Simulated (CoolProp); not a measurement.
Saturation properties of n-undecane (Tc = 365.7 °C, pc = 1.990 MPa, ω = 0.539).

Computed with CoolProp (reference Helmholtz-energy equation of state, Aleksandrov 2011). It is a short technical equation, of lower accuracy than the large ones.

| T (°C) | p (MPa) | vapour density (kg/m³) | liquid cp (kJ/(kg K)) | surface tension (mN/m) |
|---|---|---|---|---|
| 130.25 | 0.01458 | 0.6919 | 2.610 | 14.9 |
| 145.75 | 0.02471 | [?] | 2.673 | 13.6 |
| 161.25 | 0.03995 | 1.795 | 2.737 | 12.4 |
| 176.75 | [?] | 2.726 | 2.802 | 11.1 |
| 192.25 | 0.09284 | 4.011 | 2.867 | 9.94 |
| 207.75 | 0.1347 | 5.747 | 2.934 | 8.79 |
| 223.25 | 0.1900 | 8.052 | 3.002 | 7.67 |
| 238.75 | 0.2616 | 11.08 | 3.073 | 6.59 |
| 254.25 | 0.3525 | 15.01 | 3.147 | 5.54 |
| 269.75 | 0.4661 | 20.14 | 3.227 | 4.55 |
| 285.25 | 0.6062 | 26.85 | 3.318 | 3.61 |
| 300.75 | 0.7772 | [?] | 3.425 | 2.72 |
| 316.25 | 0.9843 | 47.93 | 3.567 | 1.90 |

**Question.** What belongs in the gaps?

**Answer.** 
- 145.75, vapour density (kg/m³): 1.139
- 176.75, p (MPa): 0.06201
- 300.75, vapour density (kg/m³): 35.75

It boils at 195.8 °C under 1 atm.

Surface tension comes from a separate correlation (Mulero 2014).
